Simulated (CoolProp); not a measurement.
The fluid at 430.13 K and 0.383 MPa flows at 1.2 m/s in a round tube of 100 mm bore and 0.25 µm roughness, fully developed (64/Re and Nu = 3.66 if laminar; Colebrook and Gnielinski if turbulent). The same conditions are run with several fluids, on thermodynamics alone (safety and materials aside).

Values from CoolProp's reference Helmholtz-energy equation of state of each fluid (propylene: Lemmon 2013; propane: Lemmon 2009; R141b: Lemmon 2006; isobutane: Bücker 2006).

```
fluid      Reynolds number  Darcy friction factor  pressure drop (Pa/m)  heat-transfer coefficient (W/(m² K))  mass flow (kg/h)
---------  ---------------  ---------------------  --------------------  ------------------------------------  ----------------
propylene              [?]                    [?]                 0.708                                  33.1               156
propane              49700                 0.0209                   [?]                                   [?]               163
R141b               118000                 0.0174                  1.64                                  39.1               [?]
isobutane            72300                    [?]                 0.891                                  47.6               218
```

Q: Complete the blanks.

A: 
- propylene, Reynolds number: 44500
- propylene, Darcy friction factor: 0.0215
- propane, pressure drop (Pa/m): 0.725
- propane, heat-transfer coefficient (W/(m² K)): 38.2
- R141b, mass flow (kg/h): 444
- isobutane, Darcy friction factor: 0.0193

Transport values come from each fluid's own correlations; those of propylene, R141b are estimates that may be off by 10 % or more.
